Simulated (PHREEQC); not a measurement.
**Metal-bearing waste water**

Dissolve 0.082 mol/kgw MnSO4, 0.0049 mol/kgw PbCl2, 0.00012 mol/kgw HCl and 0.11 mol/kgw NaCl at 25 °C. Closed to the air; pH follows from the charge balance.

The numbers come from PHREEQC with the ion-association model, wateq4f.dat.

Precipitation was switched off in this run.

Task: Estimate the pH.

Result: pH 4.38.

Task: In which forms is S present?

Result: SO4-2 56 %, MnSO4 33 %, NaSO4- 7.3 %, PbSO4 2.3 %, Pb(SO4)2-2 1.1 % of the S.

Examples of supersaturated solids here: Anglesite, Larnakite. Others may be too.
